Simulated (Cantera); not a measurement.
Charge: 1 mol C2H6, 71 mol H2, 0.59 mol O2, at 1523 K and 0.133 bar.

Equilibrium computed with Cantera from the NASA thermochemical tables; the gas is ideal and each condensed phase is pure. Candidate condensed phases: C, C6H6, C7H8, C8H18, H2O; 110 gas species. Kinetics and transport are ignored.

Base state: H2 0.984, CO 0.0157, CH4 0.000297, H 6.28e-5, C2H2 (acetylene) 1.16e-5 (mole fractions); condensed: C(graphite).

Question: What changes in the equilibrium state with this change: pressure from 0.133 bar to 4.00 bar?

Answer: 
| species | before | after |
|---|---|---|
| H2 | 0.984 | 0.975 |
| CO | 0.0157 | 0.0157 |
| CH4 | 0.000297 | 0.00876 |
| H2O | 3.00e-6 | 8.96e-5 |
| C2H4 | 3.46e-7 | 1.02e-5 |
| H | 6.28e-5 | 1.14e-5 |
| C2H2 (acetylene) | 1.16e-5 | 1.15e-5 |
| C(graphite), mol | 0.796 | 0.170 |
